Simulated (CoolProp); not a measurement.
R236FA at 329.21 K and 3.77 MPa flows at 0.13 m/s in a round tube of 10 mm bore and 1.5 µm roughness, fully developed (64/Re and Nu = 3.66 if laminar; Colebrook and Gnielinski if turbulent). Each further row changes one setting.

Values from CoolProp's reference Helmholtz-energy equation of state, Pan 2012.

```csv
case,Reynolds number,Darcy friction factor,pressure drop (Pa/m),heat-transfer coefficient (W/(m² K)),mass flow (kg/h)
as stated,7810,…,35.6,…,46.7
velocity 0.26 m/s,15600,0.0278,…,…,93.3
diameter 20 mm,15600,0.0277,…,…,…
```

Fill in the missing entries.


- as stated, Darcy friction factor: 0.0332
- as stated, heat-transfer coefficient (W/(m² K)): 339
- velocity 0.26 m/s, pressure drop (Pa/m): 119
- velocity 0.26 m/s, heat-transfer coefficient (W/(m² K)): 640
- diameter 20 mm, pressure drop (Pa/m): 14.8
- diameter 20 mm, heat-transfer coefficient (W/(m² K)): 319
- diameter 20 mm, mass flow (kg/h): 187

Viscosity comes from a separate model (Huber 2003), an estimate that may be off by 10 % or more. Thermal conductivity comes from a separate model (Huber 2003), an estimate that may be off by 10 % or more.
